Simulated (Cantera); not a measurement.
Feed: 1 mol B, 0.35 mol H2O, 0.51 mol H2, equilibrated at 2223.15 K and 18.0 mbar.

Cantera equilibrium calculation (NASA polynomials, part measured and part estimated; ideal gas, pure solids and liquids). Candidate condensed phases: B, B2O3, B3O3H3, H2O; 23 gas species. The tables' values for BH2 are old estimates; treat these amounts as uncertain. Kinetics and transport are ignored.

Base state: H2 0.692, HBO 0.128, BO 0.0877, B2O2 0.0478, H 0.0398, B2O 0.00214, BH2 0.00102, B2O3 0.000705 (mole fractions); condensed: B(s).

Task: What changes in the equilibrium state with this change: temperature from 2223.15 K to 2100 K?

Result: 
| species | before | after |
|---|---|---|
| H2 | 0.692 | 0.721 |
| HBO | 0.128 | 0.140 |
| B2O2 | 0.0478 | 0.0642 |
| BO | 0.0877 | 0.0507 |
| H | 0.0398 | 0.0197 |
| B | 0.000208 | 3.61e-5 |
| BH | 2.54e-5 | 6.64e-6 |
| B2O3 | 0.000705 | 0.00173 |
| B2O | 0.00214 | 0.000949 |
| B(s), mol | 0.647 | 0.651 |
